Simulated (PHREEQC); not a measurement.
Solution A (1.6 mmol/kgw CuCl2, 4.5 mmol/kgw HCl and 0.082 mmol/kgw KCl) is mixed with solution B (0.0054 mol HCl and 0.0006 mol MnSO4 per kg of water) at 71 °C; shares are by mass of water, 1 kg in all. No oxygen is let in. No CO2 enters from the air. Solids allowed: Pyrochroite, Tenorite, Brochantite, Antlerite, Atacamite, Chalcanthite. Others were left out.

Equilibrium calculation in PHREEQC: ion-association model, wateq4f.dat.

```
share of solution B    pH  HSO4- (mol/kgw)  CuCl+ (mol/kgw)
-------------------  ----  ---------------  ---------------
0                    2.39                0         0.000140
0.1                  2.38          2.68e-5         0.000122
0.2                  2.38          5.42e-5         0.000106
0.3                  2.37          8.23e-5          9.01e-5
0.4                  2.36         0.000111          7.50e-5
0.5                  2.36         0.000141          6.06e-5
0.6                  2.35         0.000171          4.70e-5
0.7                  2.35         0.000202          3.41e-5
0.8                  2.34         0.000233          2.20e-5
0.9                  2.34         0.000265          1.06e-5
1                    2.33         0.000298                0
```

Species that the database lacks are ignored. Constants without temperature data keep their 25 °C values here.
